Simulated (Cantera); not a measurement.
Charge: 1 mol Fe₂O₃, 13 mol CO, 0.88 mol N₂, equilibrated at 750 Torr.

These are equilibrium values from Cantera (NASA tables, ideal gas, pure condensed phases), not measurements of a reactor. Candidate condensed phases: C, Fe, Fe(CO)₅, FeO, Fe₂O₃, Fe₃O₄; 27 gas species. Each liquid is taken as pure. Mutual solubility and eutectic melting of coexisting phases are not modelled. The tables' stoichiometric FeO is somewhat more stable than real wüstite, so its field is too wide. FeO: taken at fixed stoichiometry. Kinetics and transport are ignored.

**Question.** At 2125 K, list the 5 most abundant gas species with their mole fractions, and the condensed phases.

**Answer.** CO 0.854, CO₂ 0.0810, N₂ 0.0633, Fe 0.00136, FeO 1.71e-5. Condensed: Fe(l) + FeO(l).
